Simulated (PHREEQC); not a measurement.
## Spent oxide etchant: an equilibrium model

Solution (25 °C): 65 mmol/kgw NH4HF2 and 0.062 mmol/kgw (NH4)2SiF6. Closed to the air; pH follows from the charge balance.

The numbers come from PHREEQC with the ion-association model, wateq4f.dat.

* **pH**: 3.17
* **ionic strength**: 0.0660 mol/kgw
* **total alkalinity**: -65.2 meq/kg

```json
[
 {"species": "NH4+", "molality": "0.0651", "activity": "0.0524", "log γ": "-0.094"},
 {"species": "F-", "molality": "0.0561", "activity": "0.0445", "log γ": "-0.101"},
 {"species": "HF", "molality": "0.0442", "activity": "0.0449", "log γ": "0.007"},
 {"species": "HF2-", "molality": "0.00966", "activity": "0.00766", "log γ": "-0.101"},
 {"species": "H2F2", "molality": "0.00517", "activity": "0.00525", "log γ": "0.007"},
 {"species": "H+", "molality": "0.000799", "activity": "0.000673", "log γ": "-0.074"},
 {"species": "SiF6-2", "molality": "6.20e-5", "activity": "2.65e-5", "log γ": "-0.369"},
 {"species": "NH3", "molality": "4.44e-8", "activity": "4.44e-8", "log γ": "0.000"}
]
```

Precipitation was switched off in this run. Species that the database lacks are ignored. wateq4f.dat counts part of the HF as a dimer, H2F2, which phreeqc.dat doesn't know; its constant is uncertain. SiF6-2 is the database's only silicon fluoride.
